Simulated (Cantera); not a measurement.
Input: 1 mol FeS, 4.2 mol H2S, 1.1 mol H2O, equilibrated at 0.100 bar.

Method: chemical equilibrium by Gibbs-energy minimisation in Cantera with the NASA 1993 tables (ideal gas, pure condensed phases). Candidate condensed phases: Fe, FeO, Fe(OH)2, Fe(OH)3, FeS, FeSO4, FeS2, Fe2O3, Fe2(SO4)3, Fe3O4, H2O, H2SO4, S; 22 gas species. FeS: taken at fixed stoichiometry. Gases not in the tables: S3 to S7. Kinetics and transport are ignored. All values below are at 950 K.

Base state: H2S 0.714, H2O 0.202, H2 0.0562, S2 0.0280, SO2 2.64e-5, SH 2.03e-5, S2O 1.18e-5 (mole fractions); condensed: FeS(s).

Q: What changes in the equilibrium state with this change: pressure from 0.100 bar to 0.0100 bar?

A: 
| species | before | after |
|---|---|---|
| H2S | 0.714 | 0.636 |
| H2O | 0.202 | 0.196 |
| H2 | 0.0562 | 0.112 |
| S2 | 0.0280 | 0.0560 |
| SH | 2.03e-5 | 4.05e-5 |
| SO2 | 2.64e-5 | 2.80e-5 |
| S2O | 1.18e-5 | 1.15e-5 |
| FeS(s), mol | 1.00 | 1.00 |
